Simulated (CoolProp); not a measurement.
Vapour-liquid equilibrium of ethane (1) + C3F8 (R218) (2) at 232.2 K; x and y are mole fractions of (1).

The numbers come from the multi-fluid Helmholtz-energy mixture model, Bücker 2006 and Lemmon 2006; pair parameters Bell 2016 in CoolProp.

```csv
x,"bubble pressure, mixture model (MPa)","bubble pressure, Raoult's law (MPa)","y, mixture model","y, Raoult's law"
0.05,0.1563,0.1171,0.475,0.322
0.15,0.2942,0.1841,0.735,0.614
0.25,0.4066,0.2511,0.819,0.750
0.35,0.4887,0.3181,0.858,0.829
0.45,0.5455,0.3851,0.880,0.881
0.55,0.5864,0.4521,0.895,0.917
0.65,0.6201,0.5190,0.909,0.944
0.75,0.6532,0.5860,0.924,0.964
0.85,0.6899,0.6530,0.945,0.981
0.95,0.7314,0.7200,0.978,0.994
```

The largest gap from Raoult's law is +61.9 % in bubble pressure, at x = 0.25. No azeotrope shows between x = 0.05 and 0.95.

The pair parameters rest on a limited set of measurements; away from them the model extrapolates. With so large a gap from Raoult's law the liquid may split in two, which this calculation doesn't test in full.
